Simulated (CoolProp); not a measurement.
n-butane along the isotherm 294.5 K: Z from the reference equation and from simpler models built on Tc = 425.1 K, pc = 3.796 MPa, ω = 0.201; each cubic takes its own stable root.

Computed with CoolProp (reference Helmholtz-energy equation of state, Bücker 2006).

```tsv
p (MPa)	phase	reference	Soave-Redlich-Kwong	Peng-Robinson
0.75	liquid	0.03080	0.03313	0.02927
1.5	liquid	0.06148	0.06603	0.05837
2.25	liquid	0.09203	0.09872	0.08731
3	liquid	0.1225	0.1312	0.1161
3.75	liquid	0.1528	0.1635	0.1447
4.5	liquid	0.1830	0.1956	0.1732
5.25	liquid	0.2131	0.2275	0.2016
6	liquid	0.2430	0.2593	0.2298
6.75	liquid	0.2729	0.2909	0.2579
7.5	liquid	0.3027	0.3223	0.2859
8.25	liquid	0.3324	0.3536	0.3137
9	liquid	0.3620	0.3848	0.3415
9.75	liquid	0.3915	0.4158	0.3691
10.5	liquid	0.4209	0.4467	0.3967
11.2	liquid	0.4482	0.4755	0.4223
12	liquid	0.4794	0.5082	0.4515
```
